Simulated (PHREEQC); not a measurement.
**Alkaline etch or developer: an equilibrium model**

Dissolve 0.0026 mol/kgw KOH and 7.6e-06 mol/kgw CO2 at 20 °C. Closed to the air; pH follows from the charge balance.

Model: ion-association model, wateq4f.dat, run in PHREEQC.

Each row changes one thing in this solution. Precipitation was switched off in this run.

```
case                                     pH  ionic strength (mol/kgw)  HCO3- (mol/kgw)
------------------------------------  -----  ------------------------  ---------------
as made                               11.56                   0.00261          4.03e-7
CO2 from 7.6e-06 to 6.84e-06 mol/kgw  11.56                   0.00261          3.63e-7
0.0027 mol/kgw H2SiF6 added               ?                         ?          1.45e-9
0.00076 mol/kgw NH3 added             11.56                   0.00261          4.02e-7
diluted 5-fold with water                 ?                  0.000521          3.47e-7
```

Task: Fill in the missing entries.

Result: 
- 0.0027 mol/kgw H2SiF6 added, pH: 2.62
- 0.0027 mol/kgw H2SiF6 added, ionic strength (mol/kgw): 0.00744
- diluted 5-fold with water, pH: 10.87

Some of these states are supersaturated (in Quartz (slow to form), Chalcedony (slow to form), for instance). SiF6-2 is the database's only silicon fluoride.
